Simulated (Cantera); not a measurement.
What does this Cantera script print?

```python
import numpy as np
import cantera as ct

gas_names = """
    B BH BH2 BH3 BO BO2 B2 B2O B2O2 B2O3 B3O3H3 H HBO HBO2 HO2 H2 H2O H2O2 H3B3O6 O OH O2 O3
""".split()
cond_names = """
    B(b) B(L) B2O3(L) B3O3H3(cr) H2O(s) H2O(L)
""".split()


# ... load() reads the species with a 1 bar reference pressure and builds the phases ...
atoms = {
    'B2O3': {'B': 2, 'O': 3},
    'O2': {'O': 2},
    'H2': {'H': 2},
}
top_T = {}  # K; cautious upper limits of use, not melting points


# ... equilibrate(T, P, feed) seeds the gas with the atoms and calls Mixture.equilibrate('TP', solver="vcs", rtol=1e-11, max_steps=5000) ...
results = []
feed = {'B2O3': 1, 'O2': 0.85, 'H2': 31}  # mol
T = 873  # K
P = 240  # Pa
mix = equilibrate(T, P, feed)
results.append((T, P, feed, dict(zip(mix.species_names, mix.species_moles))))
print(gas.report(threshold=0.0001))
for i in range(1, mix.n_phases):
    print(f"{mix.phase(i).name:16s} {mix.phase_moles(i):12.5e} mol")
```

Result:

```
       temperature   873 K
          pressure   240 Pa
           density   9.58e-05 kg/m^3
  mean mol. weight   2.8974 kg/kmol
   phase of matter   gas

                          1 kg             1 kmol
                     ---------------   ---------------
          enthalpy        1.2974e+06        3.7591e+06  J
   internal energy       -1.2078e+06       -3.4995e+06  J
           entropy             75123        2.1766e+05  J/K
    Gibbs function       -6.4285e+07       -1.8626e+08  J
 heat capacity c_p             10499             30420  J/K
 heat capacity c_v            7629.7             22106  J/K

                      mass frac. Y      mole frac. X     chem. pot. / RT
                     ---------------   ---------------   ---------------
                H2           0.65766           0.94518           -23.267
               H2O           0.34063          0.054783           -66.709
     [  +21 minor]         0.0017128        4.1631e-05

B(b)              0.00000e+00 mol
B2O3(L)           9.98245e-01 mol
B3O3H3(cr)        0.00000e+00 mol
```

Cantera equilibrium calculation (NASA polynomials, part measured and part estimated; ideal gas, pure solids and liquids). Gases not in the tables: H3BO3.
